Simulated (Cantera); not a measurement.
An isothermal plug-flow reactor at 625 K and 1.01 bar (inlet), inlet velocity 2.8 m/s, active area per volume 350 1/m; feed H2 : O2 : N2 : H2O = 0.0035 : 0.021 : 0.79 : 0.071 (molar parts).

Cantera simulation using Deutschmann's 1995 Pt surface mechanism with GRI-Mech 3.0 gas chemistry; the numbers are that mechanism's predictions, not measurements. Catalytic surfaces can have several steady states; this one follows from the mechanism file's or the stated starting coverage. Mass transfer to the wall is taken as infinitely fast.

Problem. What does this change do: inlet velocity 2.8 to 4.6 m/s?

Solution. 
| quantity | before | after |
|---|---|---|
| x(H2) at z = 0.034 m | 9.49e-5 | 0.000159 |
| x(O2) at z = 0.034 m | 0.0218 | 0.0219 |
| x(H2O) at z = 0.034 m | 0.0842 | 0.0841 |
| θ(free Pt) at the exit | 0.00836 | 0.0128 |
| θ(O*) at the exit | 0.982 | 0.976 |
| θ(OH*) at the exit | 0.00915 | 0.0113 |

Problem. What does this change do: temperature 625 to 450 K?

Solution. 
```csv
quantity,before,after
x(H2) at z = 0.034 m,9.49e-5,0.000142
x(O2) at z = 0.034 m,0.0218,0.0219
x(H2O) at z = 0.034 m,0.0842,0.0842
θ(free Pt) at the exit,0.00836,0.00892
θ(O*) at the exit,0.982,0.921
θ(OH*) at the exit,0.00915,0.0692
```
